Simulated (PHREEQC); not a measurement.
Solution (90 °C): 0.0095 mol/kgw CaCl2 and 0.00041 mol/kgw Na2SO4. Closed to the air; pH follows from the charge balance.

The numbers come from PHREEQC with the ion-association model, phreeqc.dat.

Precipitation was switched off in this run.

Order these S species by the share of S that they hold, largest first: NaSO4-, CaSO4, SO4-2.

SO4-2 (62 %), CaSO4 (37 %), NaSO4- (0.18 %)

The ionic strength is 0.0291 mol/kgw. Away from 25 °C the constants follow the database's enthalpies or fits; those with neither stay at their 25 °C values.
